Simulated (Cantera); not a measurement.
**Premixed flame**

A freely propagating, adiabatic, planar premixed flame of 36.7 % H2, 16.7 % O2, 46.6 % N2, unburnt at 550 K and 3750 Torr; mixture-averaged transport, grid criteria slope 0.08 and curve 0.16, no radiation.

Model: the H2/O2 subset of GRI-Mech 3.0, which has no nitrogen chemistry, integrated in Cantera. The hydrogen kinetics of GRI-Mech 3.0 are dated; newer H2 mechanisms differ, most at raised pressure. Burning velocities carry a grid error of a few per cent, more on coarse grids.

| z (mm) | T (K) | u (m/s) | x H2 | x O2 | x H2O | x O | x OH | x HO2 |
|---|---|---|---|---|---|---|---|---|
| -0.157 | 550 | 8.89 | 0.367 | 0.167 | <1e-8 | <1e-8 | <1e-8 | <1e-8 |
| -0.105 | 550 | 8.89 | 0.367 | 0.167 | <1e-8 | <1e-8 | <1e-8 | <1e-8 |
| -0.0785 | 550 | 8.89 | 0.367 | 0.167 | 6.38e-8 | <1e-8 | <1e-8 | 2.07e-8 |
| -0.0523 | 550 | 8.89 | 0.367 | 0.167 | 1.84e-6 | 2.08e-8 | <1e-8 | 7.81e-7 |
| -0.0262 | 577 | 9.21 | 0.358 | 0.169 | 0.000795 | 6.56e-6 | 2.88e-5 | 0.000363 |
| -0.0131 | 880 | 13.5 | 0.312 | 0.163 | 0.0269 | 0.000421 | 0.00155 | 0.000973 |
| 0 | 1419 | 20.9 | 0.208 | 0.121 | 0.124 | 0.00483 | 0.00536 | 0.000425 |
| 0.0131 | 1796 | 26.1 | 0.117 | 0.0608 | 0.232 | 0.0102 | 0.0140 | 0.000183 |
| 0.0262 | 1994 | 28.8 | 0.0829 | 0.0328 | 0.279 | 0.0116 | 0.0205 | 8.58e-5 |
| 0.0523 | 2193 | 31.3 | 0.0716 | 0.0205 | 0.304 | 0.0103 | 0.0246 | 4.29e-5 |
| 0.105 | 2383 | 33.6 | 0.0674 | 0.0154 | 0.321 | 0.00734 | 0.0250 | 2.45e-5 |
| 0.209 | 2550 | 35.5 | 0.0618 | 0.0112 | 0.339 | 0.00466 | 0.0229 | 1.39e-5 |
| 0.419 | 2676 | 36.9 | 0.0558 | 0.00773 | 0.355 | 0.00284 | 0.0198 | 8.27e-6 |
x: mole fraction of selected species; z is measured from the peak of heat release.

| Item | Value |
|---|---|
| laminar burning velocity | 889 cm/s |
| thermal thickness | 0.0523 mm |
| peak x(O) | 0.0116 |
| peak x(OH) | 0.0252 |
| peak x(HO2) | 0.00119 |
| grid points | 107 |
